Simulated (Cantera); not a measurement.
A Cantera script and its output.

```python
import numpy as np
import cantera as ct

gas = ct.Solution("gri30.yaml")
gas.TPX = 1975, 32000, {'C2H6': 1, 'H2': 1.5}
reactor = ct.IdealGasConstPressureReactor(gas, energy="off", clone=False)
net = ct.ReactorNet([reactor])
net.rtol, net.atol = 1e-08, 1e-18
show = ['C2H6', 'H2', 'CH4', 'H', 'C2H2']
times = np.geomspace(5e-06, 3, 13)

steps = ct.SolutionArray(gas, extra=["t"])
rows = []
print(f"{'t/s':>10s}{'T/K':>9s}{'P/Pa':>11s}" + "".join(f"{s:>11s}" for s in show))
for t in times:
    while net.time < t:
        t_next = net.step()
        steps.append(gas.state, t=t_next)
    rows.append([np.interp(t, steps.t, y) for y in (steps.T, steps.P, *steps(*show).X.T)])
    print(f"{t:10.3e}{rows[-1][0]:9.1f}{rows[-1][1]:11.4g}" + "".join(f"{x:11.3e}" for x in rows[-1][2:]))
rate = np.gradient(steps.T, steps.t)
print("integrator steps:", len(steps.t))
if steps.T.max() > steps.T[0] + 200:
    print(f"time of steepest temperature rise: {steps.t[rate.argmax()]:.4e} s")
gas.TPX = 1975, 32000, {'C2H6': 1, 'H2': 1.5}
gas.equilibrate("TP")
print(f"equilibrium (TP): T = {gas.T:.1f} K  " + "  ".join(f"{s} {gas[s].X[0]:.3e}" for s in show))
```

Output:

```
       t/s      T/K       P/Pa       C2H6         H2        CH4          H       C2H2
 5.000e-06   1975.0    3.2e+04  5.542e-02  5.297e-01  1.864e-01  6.837e-03  1.761e-02
 1.515e-05   1975.0    3.2e+04  3.890e-03  5.677e-01  2.314e-01  4.317e-03  8.349e-02
 4.592e-05   1975.0    3.2e+04  7.411e-04  6.089e-01  2.094e-01  1.983e-03  1.314e-01
 1.392e-04   1975.0    3.2e+04  2.933e-04  6.387e-01  1.807e-01  1.436e-03  1.603e-01
 4.217e-04   1975.0    3.2e+04  1.681e-04  6.744e-01  1.350e-01  1.544e-03  1.793e-01
 1.278e-03   1975.0    3.2e+04  5.674e-05  7.192e-01  7.555e-02  1.724e-03  1.985e-01
 3.873e-03   1975.0    3.2e+04  1.036e-05  7.528e-01  3.070e-02  1.930e-03  2.124e-01
 1.174e-02   1975.0    3.2e+04  1.255e-06  7.681e-01  1.023e-02  2.077e-03  2.186e-01
 3.557e-02   1975.0    3.2e+04  1.691e-07  7.731e-01  3.521e-03  2.133e-03  2.206e-01
 1.078e-01   1975.0    3.2e+04  6.370e-08  7.743e-01  1.923e-03  2.144e-03  2.211e-01
 3.267e-01   1975.0    3.2e+04  5.889e-08  7.744e-01  1.817e-03  2.144e-03  2.211e-01
 9.899e-01   1975.0    3.2e+04  5.889e-08  7.744e-01  1.817e-03  2.144e-03  2.211e-01
 3.000e+00   1975.0    3.2e+04  5.889e-08  7.744e-01  1.817e-03  2.144e-03  2.211e-01
integrator steps: 1488
equilibrium (TP): T = 1975.0 K  C2H6 5.890e-08  H2 7.744e-01  CH4 1.817e-03  H 2.144e-03  C2H2 2.211e-01
```

Cantera simulation using GRI-Mech 3.0 (53 species, 325 reactions); the numbers are that mechanism's predictions, not measurements. GRI-Mech 3.0 stops at C3 and has no aromatics, soot or wall deposition, so with more carbon than oxygen in the feed, carbon stays in small species such as C2H2 where larger ones or solid carbon would form.
